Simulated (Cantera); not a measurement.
What does this Cantera script print?

```python
import numpy as np
import cantera as ct

gas_names = [...]  # 146 gases of nasa_gas.yaml made of C, H, O, S
cond_names = """
    C(gr) C6H6(L) C7H8(L) C8H18(L),n-octa H2O(s) H2O(L) H2SO4(L) S(cr1) S(cr2) S(L)
""".split()


# ... load() reads the species with a 1 bar reference pressure and builds the phases ...
atoms = {
    'CO2': {'C': 1, 'O': 2},
    'SO2': {'S': 1, 'O': 2},
    'H2': {'H': 2},
}
top_T = {'C(gr)': 4500}  # K; cautious upper limits of use, not melting points


# ... equilibrate(T, P, feed) seeds the gas with the atoms and calls Mixture.equilibrate('TP', solver="vcs", rtol=1e-11, max_steps=5000) ...
results = []
feed = {'CO2': 1, 'SO2': 0.046, 'H2': 11}  # mol
P = 49000  # Pa
for T in [3000, 3250, 3500, 3750, 4000, 4250, 4500, 4750, 5000]:
    mix = equilibrate(T, P, feed)
    results.append((T, P, feed, dict(zip(mix.species_names, mix.species_moles))))
    x = sorted(zip(gas.X, gas.species_names), reverse=True)
    print(f"T = {T:g} K  P = {P:g} Pa  gas = {mix.phase_moles(0):.4g} mol")
    print("   x: " + "  ".join(f"{s} {v:.3e}" for v, s in x if v > 1e-06))
    print("   condensed (mol): " + ("  ".join(f"{mix.phase(i).name} {mix.phase_moles(i):.4g}"
          for i in range(1, mix.n_phases) if mix.phase_moles(i) > 1e-12) or "none"))
```

It prints:

```
T = 3000 K  P = 49000 Pa  gas = 13.31 mol
   x: H2 6.583e-01  H 1.830e-01  CO 7.400e-02  H2O 7.233e-02  OH 6.679e-03  S 1.534e-03  O 1.138e-03  CO2 1.098e-03  SH 1.071e-03  SO 5.786e-04  H2S 1.887e-04  O2 4.949e-05  SO2 4.562e-05  S2 1.802e-05
   condensed (mol): none
T = 3250 K  P = 49000 Pa  gas = 14.65 mol
   x: H2 5.239e-01  H 3.319e-01  CO 6.739e-02  H2O 5.394e-02  OH 1.355e-02  O 5.120e-03  S 1.757e-03  CO2 8.806e-04  SH 6.960e-04  SO 5.720e-04  O2 2.056e-04  H2S 6.628e-05  SO2 3.623e-05  S2 6.121e-06
   condensed (mol): none
T = 3500 K  P = 49000 Pa  gas = 16.72 mol
   x: H 5.092e-01  H2 3.644e-01  CO 5.923e-02  H2O 2.921e-02  OH 1.880e-02  O 1.531e-02  S 1.854e-03  CO2 5.733e-04  O2 4.723e-04  SO 4.375e-04  SH 4.147e-04  H2S 2.146e-05  SO2 1.889e-05  S2 2.137e-06
   condensed (mol): none
T = 3750 K  P = 49000 Pa  gas = 19.2 mol
   x: H 6.705e-01  H2 2.192e-01  CO 5.181e-02  O 2.867e-02  OH 1.641e-02  H2O 1.025e-02  S 1.902e-03  O2 5.101e-04  CO2 2.810e-04  SO 2.458e-04  SH 2.349e-04  H2S 6.505e-06  SO2 5.515e-06
   condensed (mol): none
T = 4000 K  P = 49000 Pa  gas = 21.29 mol
   x: H 7.821e-01  H2 1.180e-01  CO 4.686e-02  O 3.771e-02  OH 1.012e-02  H2O 2.613e-03  S 1.917e-03  O2 3.145e-04  SH 1.288e-04  CO2 1.165e-04  SO 1.111e-04  H2S 1.893e-06  SO2 1.065e-06
   condensed (mol): none
T = 4250 K  P = 49000 Pa  gas = 22.61 mol
   x: H 8.450e-01  H2 6.068e-02  CO 4.418e-02  O 4.186e-02  OH 5.427e-03  S 1.914e-03  H2O 6.056e-04  O2 1.559e-04  SH 7.071e-05  CO2 4.819e-05  SO 4.757e-05  C 2.072e-06
   condensed (mol): none
T = 4500 K  P = 49000 Pa  gas = 23.33 mol
   x: H 8.769e-01  O 4.362e-02  CO 4.284e-02  H2 3.152e-02  OH 2.865e-03  S 1.908e-03  H2O 1.470e-04  O2 7.535e-05  SH 4.005e-05  CO2 2.137e-05  SO 2.120e-05  C 1.094e-05  Electron 2.180e-06  S+ 1.881e-06
   condensed (mol): none
T = 4750 K  P = 49000 Pa  gas = 23.7 mol
   x: H 8.928e-01  O 4.444e-02  CO 4.214e-02  H2 1.700e-02  S 1.903e-03  OH 1.563e-03  C 5.003e-05  H2O 3.940e-05  O2 3.788e-05  SH 2.368e-05  CO2 1.027e-05  SO 1.009e-05  Electron 4.838e-06  S+ 3.940e-06
   condensed (mol): none
T = 5000 K  P = 49000 Pa  gas = 23.89 mol
   x: H 9.007e-01  O 4.495e-02  CO 4.165e-02  H2 9.610e-03  S 1.897e-03  OH 8.935e-04  C 1.986e-04  O2 2.019e-05  SH 1.462e-05  H2O 1.180e-05  Electron 1.013e-05  S+ 7.558e-06  CO2 5.305e-06  SO 5.141e-06  H+ 2.093e-06
   condensed (mol): none
```

Cantera equilibrium calculation (NASA polynomials, part measured and part estimated; ideal gas, pure solids and liquids).
